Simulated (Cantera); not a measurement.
Charge: 1 mol SiCl4, 0.22 mol HCl, 160 mol H2, equilibrated at 0.00140 bar.

These are equilibrium values from Cantera (NASA tables, ideal gas, pure condensed phases), not measurements of a reactor. Candidate condensed phases: Si; 19 gas species. The tables' values for SiCl are old estimates; treat these amounts as uncertain. Kinetics and transport are ignored.

**Question.** At 1902 °C, list the 5 most abundant gas species with their mole fractions, and the condensed phases.

**Answer.** H2 0.850, H 0.120, HCl 0.0219, Si 0.00555, Cl 0.00226. Condensed: gas only.
